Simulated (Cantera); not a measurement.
Feed: 1 mol (CH3)2SiCl2, 0.027 mol C2H4, 2.5 mol H2, held at 0.00430 bar.

Cantera equilibrium calculation (NASA polynomials, part measured and part estimated; ideal gas, pure solids and liquids). Candidate condensed phases: C, C6H6, C7H8, C8H18, Si, SiC; 109 gas species. The feed counts by its element totals alone. The tables' values for SiCl, SiCl3 are old estimates; treat these amounts as uncertain. Kinetics and transport are ignored.

Problem. At 2048 K, list the 6 most abundant gas species with their mole fractions, and the condensed phases.

Solution. H2 0.685, HCl 0.261, H 0.0283, SiCl2 0.0147, Cl 0.00797, Si 0.00115. Condensed: C(graphite) + SiC(s).
